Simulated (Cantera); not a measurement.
A Cantera script and what it prints.

```python
import numpy as np
import cantera as ct

gas_names = [...]  # 110 gases of nasa_gas.yaml made of C, H, O
cond_names = """
    C(gr) C6H6(L) C7H8(L) C8H18(L),n-octa H2O(s) H2O(L)
""".split()


# ... load() reads the species with a 1 bar reference pressure and builds the phases ...
atoms = {
    'acetone': {'C': 3, 'H': 6, 'O': 1},
    'CO2': {'C': 1, 'O': 2},
}
top_T = {'C(gr)': 4500}  # K; cautious upper limits of use, not melting points


# ... equilibrate(T, P, feed) seeds the gas with the atoms and calls Mixture.equilibrate('TP', solver="vcs", rtol=1e-11, max_steps=5000) ...
results = []
feed = {'acetone': 1, 'CO2': 0.56}  # mol
P = 101325  # Pa
for T in [2273, 2323, 2373, 2423, 2473, 2523, 2573, 2623, 2673, 2723, 2773, 2823]:
    mix = equilibrate(T, P, feed)
    results.append((T, P, feed, dict(zip(mix.species_names, mix.species_moles))))
    x = sorted(zip(gas.X, gas.species_names), reverse=True)
    print(f"T = {T:g} K  P = {P:g} Pa  gas = {mix.phase_moles(0):.4g} mol")
    print("   x: " + "  ".join(f"{s} {v:.3e}" for v, s in x if v > 0.0001))
    print("   condensed (mol): " + ("  ".join(f"{mix.phase(i).name} {mix.phase_moles(i):.4g}"
          for i in range(1, mix.n_phases) if mix.phase_moles(i) > 1e-12) or "none"))
```

It prints:

```
T = 2273 K  P = 101325 Pa  gas = 5.136 mol
   x: H2 5.786e-01  CO 4.128e-01  H 6.348e-03  C2H2,acetylene 2.181e-03
   condensed (mol): C(gr) 1.417
T = 2323 K  P = 101325 Pa  gas = 5.141 mol
   x: H2 5.765e-01  CO 4.124e-01  H 8.214e-03  C2H2,acetylene 2.791e-03
   condensed (mol): C(gr) 1.411
T = 2373 K  P = 101325 Pa  gas = 5.147 mol
   x: H2 5.739e-01  CO 4.119e-01  H 1.051e-02  C2H2,acetylene 3.531e-03
   condensed (mol): C(gr) 1.403
T = 2423 K  P = 101325 Pa  gas = 5.154 mol
   x: H2 5.708e-01  CO 4.113e-01  H 1.331e-02  C2H2,acetylene 4.417e-03
   condensed (mol): C(gr) 1.394
T = 2473 K  P = 101325 Pa  gas = 5.163 mol
   x: H2 5.671e-01  CO 4.106e-01  H 1.668e-02  C2H2,acetylene 5.468e-03
   condensed (mol): C(gr) 1.383
T = 2523 K  P = 101325 Pa  gas = 5.173 mol
   x: H2 5.626e-01  CO 4.098e-01  H 2.071e-02  C2H2,acetylene 6.700e-03
   condensed (mol): C(gr) 1.369
T = 2573 K  P = 101325 Pa  gas = 5.186 mol
   x: H2 5.574e-01  CO 4.088e-01  H 2.548e-02  C2H2,acetylene 8.129e-03
   condensed (mol): C(gr) 1.354
T = 2623 K  P = 101325 Pa  gas = 5.201 mol
   x: H2 5.513e-01  CO 4.076e-01  H 3.107e-02  C2H2,acetylene 9.769e-03
   condensed (mol): C(gr) 1.336
T = 2673 K  P = 101325 Pa  gas = 5.218 mol
   x: H2 5.442e-01  CO 4.063e-01  H 3.756e-02  C2H2,acetylene 1.163e-02  C4H2 1.032e-04
   condensed (mol): C(gr) 1.315
T = 2723 K  P = 101325 Pa  gas = 5.238 mol
   x: H2 5.361e-01  CO 4.047e-01  H 4.505e-02  C2H2,acetylene 1.372e-02  C4H2 1.460e-04  C2H 1.275e-04
   condensed (mol): C(gr) 1.291
T = 2773 K  P = 101325 Pa  gas = 5.261 mol
   x: H2 5.269e-01  CO 4.029e-01  H 5.360e-02  C2H2,acetylene 1.604e-02  C4H2 2.033e-04  C2H 1.969e-04
   condensed (mol): C(gr) 1.263
T = 2823 K  P = 101325 Pa  gas = 5.288 mol
   x: H2 5.164e-01  CO 4.009e-01  H 6.330e-02  C2H2,acetylene 1.859e-02  C2H 2.987e-04  C4H2 2.788e-04
   condensed (mol): C(gr) 1.232
```

Equilibrium computed with Cantera from the NASA thermochemical tables; the gas is ideal and each condensed phase is pure. The feed counts by its element totals alone.
